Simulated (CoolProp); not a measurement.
R507A at 293.15 K and 0.735 MPa flows at 2.7 m/s in a round tube of 10 mm bore and 15 µm roughness, fully developed (64/Re and Nu = 3.66 if laminar; Colebrook and Gnielinski if turbulent). Each further row changes one setting.

Model: reference Helmholtz-energy equation of state, Lemmon 2003, in CoolProp. It is a pseudo-pure fit of the blend.

| case | Reynolds number | Darcy friction factor | pressure drop (Pa/m) | heat-transfer coefficient (W/(m² K)) | mass flow (kg/h) |
|---|---|---|---|---|---|
| as stated | 76600 | 0.0243 | 307 | 298 | 26.5 |
| velocity 5.4 m/s | 153000 | 0.0231 | 1170 | 570 | 53.0 |
| diameter 20 mm | 153000 | 0.0204 | 129 | 251 | 106 |

Viscosity comes from a separate model (Geller 2000). Thermal conductivity comes from a separate model (Geller 2001).
